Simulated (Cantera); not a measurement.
Input: 1 mol SiCl4, 4.1 mol O3, 51 mol N2, held at 1423 K and 10.5 Torr.

These are equilibrium values from Cantera (NASA tables, ideal gas, pure condensed phases), not measurements of a reactor. Candidate condensed phases: Si, SiO2, Si2N2O, Si3N4; 23 gas species. The tables hold silica as quartz up to 1696 K and as liquid above; real silica turns to tridymite and cristobalite and melts near 1996 K. Equilibrium is a limit: real reactors are often held back by kinetics, nucleation or transport.

Problem. What is the equilibrium state?

Solution. 
```json
{
 "x(N2)": "0.861",
 "x(O2)": "0.0867",
 "x(Cl)": "0.0359",
 "x(Cl2)": "0.0158",
 "x(NO)": "0.000553",
 "x(ClO)": "3.41e-5",
 "x(O)": "3.35e-6",
 "n(SiO2(β-quartz))": "1.00 mol",
 "gas_amount": "59.21 mol",
 "log10 activity of Si(s) (absent)": "-21.19"
}
```
